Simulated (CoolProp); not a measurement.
Vapour-liquid equilibrium of propylene (1) + R115 (2) at 1.32 bar; x and y are mole fractions of (1).

Computed with CoolProp (multi-fluid Helmholtz-energy mixture model, Lemmon 2013 and Lemmon 2016; pair parameters Bell 2016).

### Question
Give the bubble temperature and the first vapour's composition at x = 0.125, 0.35, 0.95. Is there an azeotrope?

### Answer
x = 0.125: 235.2 K, y = 0.277; x = 0.35: 230.6 K, y = 0.526; x = 0.95: 230.3 K, y = 0.908. y crosses x between x = 0.65 and 0.725: the model has an azeotrope there.

The pair parameters rest on a limited set of measurements; away from them the model extrapolates.
